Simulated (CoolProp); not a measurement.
Vapour-liquid equilibrium of dimethyl ether (1) + R227EA (2) at 0.96 MPa; x and y are mole fractions of (1).

Values from CoolProp's multi-fluid Helmholtz-energy mixture model, Wu 2011 and Lemmon 2016; pair parameters Bell 2016.

```csv
x,bubble temperature (K),y at the bubble point,dew temperature at overall composition x (K),liquid density (mol/L)
0.05,326.4,0.028,327.3,7.647
0.125,328.5,0.085,329.4,7.979
0.2,330.1,0.161,330.6,8.318
0.275,331.1,0.253,331.2,___
0.35,331.4,0.355,331.4,___
0.425,330.9,0.461,331.1,9.471
0.5,329.8,0.565,330.5,9.916
0.575,328.1,0.662,329.6,10.39
0.65,326.1,0.748,328.3,10.90
0.725,323.9,0.821,326.7,___
0.8,___,0.883,324.6,12.00
0.875,319.5,0.934,322.0,12.61
0.95,317.4,0.976,318.8,13.25
```

Problem. Some entries are withheld; supply them.

Solution. 
- 0.275, liquid density (mol/L): 8.675
- 0.35, liquid density (mol/L): 9.058
- 0.725, liquid density (mol/L): 11.44
- 0.8, bubble temperature (K): 321.7

y crosses x between x = 0.275 and 0.35: the model has an azeotrope there.

The pair parameters rest on a limited set of measurements; away from them the model extrapolates.
